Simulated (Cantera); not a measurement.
Transport properties of process gases

Gas mixture: 84.0 % O₂, 8.12 % NO, 7.84 % N₂, at 5.70 bar, frozen composition.

Cantera's kinetic-theory transport with the Lennard-Jones parameters of GRI-Mech 3.0, ideal gas; thermal conductivity in the mixture-averaged form.

```json
[
 {"T (K)": "400", "ρ (kg/m³)": "5.40", "cp (J/kg/K)": "953.1", "μ (µPa s)": "25.2", "λ (mW/m/K)": "33.6", "Pr": "0.713", "D (cm²/s) CO₂": "0.0469", "D (cm²/s) CH₄": "0.0668", "D (cm²/s) OH": "0.0943"},
 {"T (K)": "500", "ρ (kg/m³)": "4.32", "cp (J/kg/K)": "980.9", "μ (µPa s)": "29.5", "λ (mW/m/K)": "40.8", "Pr": "0.709", "D (cm²/s) CO₂": "0.0698", "D (cm²/s) CH₄": "0.0985", "D (cm²/s) OH": "0.138"},
 {"T (K)": "600", "ρ (kg/m³)": "3.60", "cp (J/kg/K)": "1011", "μ (µPa s)": "33.4", "λ (mW/m/K)": "47.7", "Pr": "0.708", "D (cm²/s) CO₂": "0.0960", "D (cm²/s) CH₄": "0.135", "D (cm²/s) OH": "0.188"},
 {"T (K)": "700", "ρ (kg/m³)": "3.09", "cp (J/kg/K)": "1038", "μ (µPa s)": "37.1", "λ (mW/m/K)": "54.4", "Pr": "0.709", "D (cm²/s) CO₂": "0.125", "D (cm²/s) CH₄": "0.175", "D (cm²/s) OH": "0.244"},
 {"T (K)": "800", "ρ (kg/m³)": "2.70", "cp (J/kg/K)": "1062", "μ (µPa s)": "40.6", "λ (mW/m/K)": "60.7", "Pr": "0.710", "D (cm²/s) CO₂": "0.158", "D (cm²/s) CH₄": "0.219", "D (cm²/s) OH": "0.305"},
 {"T (K)": "900", "ρ (kg/m³)": "2.40", "cp (J/kg/K)": "1082", "μ (µPa s)": "43.9", "λ (mW/m/K)": "66.9", "Pr": "0.710", "D (cm²/s) CO₂": "0.193", "D (cm²/s) CH₄": "0.268", "D (cm²/s) OH": "0.371"}
]
```
D: mixture-averaged diffusion coefficient of that species in the mixture.
